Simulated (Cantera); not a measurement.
An isothermal, constant-pressure homogeneous reactor starts with NO : N2 = 2.2 : 3.8 (molar parts), at 2100 K and 0.0480 bar.

Cantera simulation using GRI-Mech 3.0 (53 species, 325 reactions); the numbers are that mechanism's predictions, not measurements. Radical loss at walls, strong at low pressure, is not modelled.

x: mole fraction; the columns are a selection and need not sum to one.

```tsv
t (s)	x NO	x N2O	x NO2	x O	x O2
2.00e-6	0.367	2.99e-8	1.82e-12	2.99e-8	1.26e-12
5.87e-6	0.367	8.78e-8	1.56e-11	8.79e-8	1.09e-11
1.72e-5	0.367	2.57e-7	1.35e-10	2.58e-7	9.46e-11
5.05e-5	0.367	…	…	…	8.12e-10
0.000148	0.367	2.18e-6	9.37e-9	2.24e-6	7.01e-9
0.000435	0.367	6.20e-6	7.17e-8	6.74e-6	6.14e-8
0.00128	0.367	1.66e-5	4.60e-7	2.11e-5	5.57e-7
0.00374	0.367	3.78e-5	2.23e-6	7.12e-5	5.54e-6
0.0110	0.366	5.91e-5	7.85e-6	0.000240	6.14e-5
0.0322	0.365	5.85e-5	1.60e-5	0.000550	0.000578
0.0945	0.360	5.43e-5	2.08e-5	0.000719	0.00305
0.277	0.343	4.72e-5	2.82e-5	0.000925	0.0113
0.813	0.288	3.02e-5	3.98e-5	0.00139	0.0386
2.39	0.145	6.78e-6	3.36e-5	0.00216	0.109
7.00	…	…	…	…	…
```

Question: What belongs in the gaps?

Answer: 
- 5.05e-5, x N2O: 7.52e-7
- 5.05e-5, x NO2: 1.14e-9
- 5.05e-5, x O: 7.59e-7
- 7.00, x NO: 0.0249
- 7.00, x N2O: 2.69e-7
- 7.00, x NO2: 7.18e-6
- 7.00, x O: 0.00263
- 7.00, x O2: 0.169
